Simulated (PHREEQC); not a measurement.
Make-up at 25 °C: 0.02 mol/kgw HF, 0.0094 mol/kgw NH4HF2 and 4.3e-07 mol/kgw H4SiO4. Closed to the air; pH follows from the charge balance.

All values are PHREEQC results (ion-association model, wateq4f.dat), not measurements.

```
quantity               before     after
-------------------  --------  --------
pH                       2.77      2.51
HF (mol/kgw)           0.0237    0.0271
F- (mol/kgw)           0.0103   0.00655
H2F2 (mol/kgw)        0.00146   0.00191
HF2- (mol/kgw)       0.000941  0.000682
SI of Quartz (SiO2)     -9.48     -9.32
```

### Question
Name the change that produced these shifts.
(A) temperature from 25 to 50 °C
(B) H4SiO4 replaced by Na2SiF6 at the same molality
(C) temperature from 25 to 45 °C
(D) HF left out
(E) 0.0056 mol/kgw HBr added

### Answer
E, 0.0056 mol/kgw HBr added

Precipitation was switched off in this run. wateq4f.dat counts part of the HF as a dimer, H2F2, which phreeqc.dat doesn't know; its constant is uncertain. SiF6-2 is the database's only silicon fluoride.
